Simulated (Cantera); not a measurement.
A diamond (100) surface in a fixed gas of H2 with x(CH4) = 0.028, x(H) = 0.0012, at 1298 K, 0.0987 atm; coverages are run to steady state.

Detailed kinetics in Cantera: the Harris–Goodwin 1993 mechanism for the reconstructed diamond (100) surface.

One state of this run: growth (µm/h) = 0.0356; θ c6HH = 0.418; θ c6H* = 0.0470; θ c6*H = 0.504; θ c6** = 0.0312; θ c6HM = 1.19e-5. θ: site fractions in the mechanism's names (c6HH fully hydrogenated, c6H* and c6*H radical sites, c6** diradical, c6HM methylated).

Problem. Which value of x(CH3) does it belong to?
A) 0.00044
B) 2.8e-06
C) 0.0033
D) 0.00016

Solution. B, 2.8e-06
